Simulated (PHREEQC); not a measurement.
0.19 g of hydrous ferric oxide (600 m²/g; 0.2 weak and 0.005 strong sites per Fe, Dzombak-Morel constants, diffuse double layer) in 1 kg of water with 0.1 mol/kgw of an inert sodium salt and 0.011 mmol/kgw NaH2PO4, at 25 °C; the pH is set by adding NaOH or the inert anion's acid. Oxygen is held at 0.21 atm. CO2 from the air is kept out. Precipitation was switched off in this run.

The series has 17 steps of pH, from 3 to 11.

The numbers come from PHREEQC with the ion-association model, wateq4f.dat.

Question: Near which pH is half of the P sorbed, and on which side is more sorbed?

Answer: Near pH 9.0, with more sorbed at lower pH.

Species that the database lacks are ignored. H3PO4, which wateq4f.dat lacks, is added to it with the constant of phreeqc.dat. The oxide is taken as insoluble; below pH 4 it would dissolve.
